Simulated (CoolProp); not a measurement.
Computed with CoolProp (reference Helmholtz-energy equation of state, Wagner 2002).

Problem. Give the vapour pressure (kPa), vapour density (kg/m³), liquid cp (kJ/(kg K)), vapour viscosity (µPa s) of saturated water at 378.1, 413.9, 485.4 K.

Solution. 
| T (K) | p (kPa) | vapour density (kg/m³) | liquid cp (kJ/(kg K)) | vapour viscosity (µPa s) |
|---|---|---|---|---|
| 378.1 | 121 | 0.704 | 4.22 | 12.4 |
| 413.9 | 369 | 2.01 | 4.28 | 13.6 |
| 485.4 | 1990 | 10.0 | 4.56 | 16.1 |

Viscosity comes from a separate model (Huber 2009).
